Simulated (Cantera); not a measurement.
Input: 1 mol Cu2O, 4.4 mol H2, 22 mol N2, equilibrated at 0.000160 bar.

Equilibrium computed with Cantera from the NASA thermochemical tables; the gas is ideal and each condensed phase is pure. Candidate condensed phases: Cu, CuO, Cu(OH)2, Cu2O, H2O; 27 gas species. Equilibrium is a limit: real reactors are often held back by kinetics, nucleation or transport.

x: gas mole fraction; nothing condenses.

| T (K) | x N2 | x H | x H2 | x Cu | x H2O | x O | x OH |
|---|---|---|---|---|---|---|---|
| 1848 | 0.769 | 0.0140 | 0.112 | 0.0699 | 0.0346 | 3.04e-5 | 0.000318 |
| 1898 | 0.766 | 0.0204 | 0.109 | 0.0697 | 0.0342 | 7.39e-5 | 0.000524 |
| 1948 | 0.763 | 0.0288 | 0.104 | 0.0694 | 0.0336 | 0.000172 | 0.000840 |
| 1998 | 0.758 | 0.0398 | 0.0986 | 0.0689 | 0.0325 | 0.000386 | 0.00131 |
| 2048 | 0.752 | (withheld) | 0.0917 | 0.0684 | 0.0309 | (withheld) | (withheld) |
| 2098 | 0.744 | (withheld) | (withheld) | 0.0677 | (withheld) | (withheld) | (withheld) |
| 2148 | 0.735 | 0.0903 | 0.0751 | 0.0668 | 0.0249 | 0.00326 | 0.00385 |
| 2198 | 0.723 | 0.113 | 0.0658 | 0.0658 | 0.0201 | 0.00575 | 0.00481 |
| 2248 | 0.711 | 0.137 | 0.0560 | 0.0646 | 0.0148 | 0.00918 | 0.00542 |

**Question.** Fill in the missing entries.

**Answer.** 
- 2048, x H: 0.0536
- 2048, x O: 0.000832
- 2048, x OH: 0.00197
- 2098, x H: 0.0704
- 2098, x H2: 0.0838
- 2098, x H2O: 0.0285
- 2098, x O: 0.00170
- 2098, x OH: 0.00284
